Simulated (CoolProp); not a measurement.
Properties of R407C along the isobar 0.287 MPa.

Computed with CoolProp (reference Helmholtz-energy equation of state, Lemmon 2003). It is a pseudo-pure fit of the blend.

| T (°C) | phase | Joule-Thomson coefficient (K/MPa) | isothermal compressibility (1/MPa) | viscosity (µPa s) | Prandtl number |
|---|---|---|---|---|---|
| 25.85 | gas | 20.69 | 3.660 | 12.3 | 0.796 |
| 50.95 | gas | 15.51 | 3.610 | 13.4 | 0.780 |
| 76.05 | gas | 12.06 | 3.578 | 14.4 | 0.775 |
| 101.25 | gas | 9.625 | 3.556 | 15.5 | 0.777 |
| 126.35 | gas | 7.859 | 3.540 | 16.6 | 0.782 |
| 151.45 | gas | 6.531 | 3.528 | 17.6 | 0.788 |
| 176.55 | gas | 5.506 | 3.519 | 18.6 | 0.796 |
| 201.75 | gas | 4.695 | 3.512 | 19.6 | 0.805 |
| 226.85 | gas | 4.046 | 3.507 | 20.6 | 0.814 |

Viscosity comes from a separate model (Geller 2000). Thermal conductivity comes from a separate model (Geller 2001).
